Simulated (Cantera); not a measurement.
Charge: 1 mol N2O, 0.19 mol SO2, 1.7 mol H2, held at 0.00170 bar.

Method: chemical equilibrium by Gibbs-energy minimisation in Cantera with the NASA 1993 tables (ideal gas, pure condensed phases). Candidate condensed phases: H2O, H2SO4, S; 35 gas species. Rates play no part. All values below are at 2550 K.

Base state: H 0.287, N2 0.253, H2 0.144, H2O 0.120, O 0.0681, OH 0.0524, O2 0.0232, SO 0.0225 (mole fractions); condensed: gas only.

Task: What changes in the equilibrium state with this change: SO2 from 0.19 to 0.044 mol?

Result: 
```
species    before     after
-------  --------  --------
H           0.287     0.302
N2          0.253     0.267
H2          0.144     0.160
SO         0.0225   0.00561
SO2        0.0191   0.00437
O2         0.0232    0.0196
O          0.0681    0.0626
OH         0.0524    0.0506
H2O         0.120     0.122
S2        2.49e-5   1.84e-6
S         0.00652   0.00177
SH       0.000352  0.000101
NO        0.00471   0.00445
```
